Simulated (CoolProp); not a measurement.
Vapour-liquid equilibrium of ethanol (1) + toluene (2) at 460.1 K; x and y are mole fractions of (1).

Values from CoolProp's multi-fluid Helmholtz-energy mixture model, Schroeder 2014 and Lemmon 2006; pair parameters Bell 2016.

Q: Give the bubble pressure and the first vapour's composition at x = 0.125, 0.425, 0.575. Is there an azeotrope?

A: x = 0.125: 1.107 MPa, y = 0.468; x = 0.425: 1.705 MPa, y = 0.695; x = 0.575: 1.883 MPa, y = 0.757. No azeotrope shows between x = 0.05 and 0.95.

Pair parameters are fitted to limited data, so mixtures are less certain than the pure fluids.
